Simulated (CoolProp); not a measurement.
Vapour-liquid equilibrium of cyclohexane (1) + benzene (2) at 22 kPa; x and y are mole fractions of (1).

Model: multi-fluid Helmholtz-energy mixture model, Zhou 2014 and Thol 2012; pair parameters Bell 2016, in CoolProp.

Q: Give the bubble temperature and the first vapour's composition at x = 0.25, 0.55, 0.95. Is there an azeotrope?

A: x = 0.25: 308.2 K, y = 0.298; x = 0.55: 307.7 K, y = 0.536; x = 0.95: 309.8 K, y = 0.929. y crosses x between x = 0.45 and 0.55: the model has an azeotrope there.

The pair parameters rest on a limited set of measurements; away from them the model extrapolates.
